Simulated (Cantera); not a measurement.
Input: 1 mol SiCl₄, 0.9 mol C₂H₄, 810 mol H₂, at 1875 °C and 0.130 bar.

Equilibrium computed with Cantera from the NASA thermochemical tables; the gas is ideal and each condensed phase is pure. Gases not in the tables: Si₂H₆ and higher silanes. Rates play no part.

```
species             before     after
----------------  --------  --------
H₂                   0.983     0.994
HCl                0.00482   0.00492
CH₄                2.19e-5  0.000984
H                   0.0115   1.23e-7
Si                0.000261     <1e-9
C₂H₂ (acetylene)  0.000656   1.61e-9
SiH                4.59e-5     <1e-9
Cl                 4.12e-5     <1e-9
SiH₂               3.53e-5     <1e-9
Si₂C               1.28e-5     <1e-9
SiC(s), mol          0.680     1.000
```
Gas species are given as mole fractions.

Task: Name the change that produced these shifts.
(A) temperature from 1875 °C to 852 °C
(B) pressure from 0.130 bar to 1.33 mbar
(C) SiCl₄ replaced by SiH₂Cl₂
(D) H₂ from 810 to 1.4 mol

Result: A, temperature from 1875 °C to 852 °C
